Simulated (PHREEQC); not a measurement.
A solution holds 0.021 mol HF, 0.00045 mol NH4F, 0.004 mol (NH4)2SiF6 and 0.00082 mol HCl per kg of water, at 25 °C. Closed to the air; pH follows from the charge balance.

The numbers come from PHREEQC with the ion-association model, phreeqc.dat.

This is a speciation only: nothing precipitates in the calculation.

Question: Predict the pH, ionic strength.

Answer: pH 2.43; ionic strength 0.0166 mol/kgw.

Question: In which forms is F present?

Answer: SiF6-2 53 %, HF 38 %, F- 7.8 %, HF2- 1.0 % of the F.

Species that the database lacks are ignored. SiF6-2 is the database's only silicon fluoride.
